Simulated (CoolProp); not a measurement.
Vapour-liquid equilibrium of n-hexane (1) + o-xylene (2) at 402.1 K; x and y are mole fractions of (1).

The numbers come from the multi-fluid Helmholtz-energy mixture model, Thol 2019 and Zhou 2012; pair parameters Bell 2016 in CoolProp.

```json
[
 {"x": "0.05", "bubble pressure, mixture model (MPa)": "0.09028", "bubble pressure, Raoult's law (MPa)": "0.08724", "y, mixture model": "0.295", "y, Raoult's law": "0.280"},
 {"x": "0.125", "bubble pressure, mixture model (MPa)": "0.1254", "bubble pressure, Raoult's law (MPa)": "0.1189", "y, mixture model": "0.523", "y, Raoult's law": "0.513"},
 {"x": "0.2", "bubble pressure, mixture model (MPa)": "0.1591", "bubble pressure, Raoult's law (MPa)": "0.1505", "y, mixture model": "0.649", "y, Raoult's law": "0.649"},
 {"x": "0.275", "bubble pressure, mixture model (MPa)": "0.1917", "bubble pressure, Raoult's law (MPa)": "0.1822", "y, mixture model": "0.729", "y, Raoult's law": "0.737"},
 {"x": "0.35", "bubble pressure, mixture model (MPa)": "0.2232", "bubble pressure, Raoult's law (MPa)": "0.2139", "y, mixture model": "0.786", "y, Raoult's law": "0.799"},
 {"x": "0.425", "bubble pressure, mixture model (MPa)": "0.2539", "bubble pressure, Raoult's law (MPa)": "0.2455", "y, mixture model": "0.829", "y, Raoult's law": "0.845"},
 {"x": "0.5", "bubble pressure, mixture model (MPa)": "0.2839", "bubble pressure, Raoult's law (MPa)": "0.2772", "y, mixture model": "0.862", "y, Raoult's law": "0.881"},
 {"x": "0.575", "bubble pressure, mixture model (MPa)": "0.3135", "bubble pressure, Raoult's law (MPa)": "0.3088", "y, mixture model": "0.890", "y, Raoult's law": "0.909"},
 {"x": "0.65", "bubble pressure, mixture model (MPa)": "0.3429", "bubble pressure, Raoult's law (MPa)": "0.3405", "y, mixture model": "0.914", "y, Raoult's law": "0.932"},
 {"x": "0.725", "bubble pressure, mixture model (MPa)": "0.3726", "bubble pressure, Raoult's law (MPa)": "0.3721", "y, mixture model": "0.935", "y, Raoult's law": "0.951"},
 {"x": "0.8", "bubble pressure, mixture model (MPa)": "0.4027", "bubble pressure, Raoult's law (MPa)": "0.4038", "y, mixture model": "0.954", "y, Raoult's law": "0.967"},
 {"x": "0.875", "bubble pressure, mixture model (MPa)": "0.4336", "bubble pressure, Raoult's law (MPa)": "0.4354", "y, mixture model": "0.972", "y, Raoult's law": "0.981"},
 {"x": "0.95", "bubble pressure, mixture model (MPa)": "0.4658", "bubble pressure, Raoult's law (MPa)": "0.4671", "y, mixture model": "0.989", "y, Raoult's law": "0.993"}
]
```

The largest gap from Raoult's law is +5.7 % in bubble pressure, at x = 0.2. No azeotrope shows between x = 0.05 and 0.95.

Pair parameters are fitted to limited data, so mixtures are less certain than the pure fluids. The gap from Raoult's law changes sign with composition, which may be real or a fault of the pair parameters; it wasn't checked against measurements.
